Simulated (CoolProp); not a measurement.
R236FA at several states: Z from the reference equation and from simpler models built on Tc = 398.1 K, pc = 3191 kPa, ω = 0.377; each cubic takes its own stable root.

Computed with CoolProp (reference Helmholtz-energy equation of state, Pan 2012).

```csv
T (K),p (kPa),phase,reference,van der Waals,Redlich-Kwong,Peng-Robinson
327.5,16000,liquid,0.6650,1.007,0.7398,0.6396
348.7,51.6,gas,0.9908,0.9934,0.9919,0.9906
370.1,16.6,gas,0.9976,0.9982,0.9978,0.9975
197.6,1010,liquid,0.05627,0.09665,0.06523,0.05617
325.5,11.9,gas,0.9973,0.9982,0.9978,0.9973
242.8,307,liquid,0.01508,0.02577,0.01751,0.01480
```
